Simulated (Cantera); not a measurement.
Al2O3 + H2 + N2 (hydrogen reduction and annealing atmospheres)

Charge: 1 mol Al2O3, 1200 mol H2, 10 mol N2, held at 7.50 Torr.

Cantera equilibrium calculation (NASA polynomials, part measured and part estimated; ideal gas, pure solids and liquids). Candidate condensed phases: Al, AlN, Al2O3, H2O; 35 gas species. Mutual solubility and eutectic melting of coexisting phases are not modelled. The tables' values for AlOH are old estimates; treat these amounts as uncertain. Condensed phases not in the tables: aluminium oxynitride. Equilibrium is a limit: real reactors are often held back by kinetics, nucleation or transport.

```
T (K)  log p H2  log p H  log p N2  log p H2O  log p Al  log p Al2O  log p AlOH  n AlN(s)  n Al2O3(s)
-----  --------  -------  --------  ---------  --------  ----------  ----------  --------  ----------
1325      -2.00    -6.79     -4.08      -8.40    -11.10      -13.17      -11.78  0.000316       1.000
1425      -2.00    -6.17     -4.08      -8.14     -9.34      -10.91      -10.49  0.000510       1.000
1525      -2.00    -5.63     -4.08      -7.77     -8.03       -9.25       -9.45         0       0.999
1625      -2.00    -5.15     -4.08      -7.12     -7.37       -8.46       -8.71         0       0.997
1725      -2.00    -4.73     -4.08      -6.54     -6.80       -7.76       -8.06         0       0.987
1825      -2.01    -4.36     -4.08      -6.03     -6.30       -7.15       -7.48         0       0.958
1925      -2.01    -4.02     -4.08      -5.56     -5.85       -6.62       -6.96         0       0.875
2025      -2.01    -3.72     -4.09      -5.15     -5.45       -6.14       -6.50         0       0.669
```
log p: log10 of the partial pressure in bar; n: condensed amount in mol.

From 1325 K to 1425 K the condensed part is AlN(s) + Al2O3(s). From 1525 K to 2025 K the condensed part is Al2O3(s).
